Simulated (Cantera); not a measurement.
## Thermodynamics of abatement and gas-phase synthesis, feed H2O + O2

Feed: 1 mol H2O, 0.027 mol O2, held at 2098 K.

Method: chemical equilibrium by Gibbs-energy minimisation in Cantera with the NASA 1993 tables (ideal gas, pure condensed phases). Candidate condensed phases: H2O; 9 gas species. The ideal-gas law is rough above about 30 bar. Kinetics and transport are ignored.

| P (Pa) | x H2O | x H2 | x H | x O2 | x OH | x O | x HO2 | x H2O2 |
|---|---|---|---|---|---|---|---|---|
| 10 | 0.591 | 0.125 | 0.109 | 0.0768 | 0.0611 | 0.0380 | 4.74e-7 | 4.27e-9 |
| 84 | 0.800 | 0.0708 | 0.0282 | 0.0520 | 0.0379 | 0.0108 | 7.01e-7 | 1.38e-8 |
| 710 | 0.900 | 0.0326 | 0.00660 | 0.0366 | 0.0216 | 0.00311 | 9.73e-7 | 3.78e-8 |
| 6000 | 0.943 | 0.0131 | 0.00144 | 0.0294 | 0.0123 | 0.000959 | 1.44e-6 | 1.03e-7 |
| 50000 | 0.961 | 0.00486 | 0.000303 | 0.0267 | 0.00712 | 0.000317 | 2.30e-6 | 2.89e-7 |
| 420000 | 0.968 | 0.00171 | 6.21e-5 | 0.0260 | 0.00417 | 0.000108 | 3.86e-6 | 8.34e-7 |
| 3600000 | 0.971 | 0.000588 | 1.24e-5 | 0.0259 | 0.00244 | 3.68e-5 | 6.59e-6 | 2.44e-6 |
| 30000000 | 0.972 | 0.000204 | 2.53e-6 | 0.0260 | 0.00144 | 1.28e-5 | 1.12e-5 | 7.08e-6 |
x: gas mole fraction; nothing condenses.

From 10.0 Pa to 3.00e7 Pa nothing is condensed.
